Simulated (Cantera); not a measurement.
# Iron carbonyl, mercury and lead vapours: Pb + O2 + N2 + H2

Charge: 1 mol Pb, 0.062 mol O2, 50 mol N2, 0.67 mol H2, equilibrated at 1175 K.

These are equilibrium values from Cantera (NASA tables, ideal gas, pure condensed phases), not measurements of a reactor. Candidate condensed phases: H2O, Pb, PbO, PbO2, Pb3O4; 27 gas species. The numbers say what is thermodynamically allowed, not how fast it happens.

```csv
P (Pa),x N2,x Pb,x H2,x H2O,n Pb(l)
10,0.968,0.0194,0.0106,0.00240,0
42,0.968,0.0194,0.0106,0.00240,0
180,0.968,0.0194,0.0106,0.00240,0
750,0.968,0.0194,0.0106,0.00240,0
3200,0.973,0.0136,0.0106,0.00241,0.301
13000,0.983,0.00335,0.0107,0.00244,0.830
56000,0.986,0.000778,0.0108,0.00245,0.961
240000,0.987,0.000181,0.0108,0.00245,0.991
1000000,0.987,4.35e-5,0.0108,0.00245,0.998
```
x: gas mole fraction; n: condensed amount in mol.

From 10.0 Pa to 750 Pa nothing is condensed. From 3200 Pa to 1000000 Pa the condensed part is Pb(l). The main Pb-bearing gas is Pb throughout.
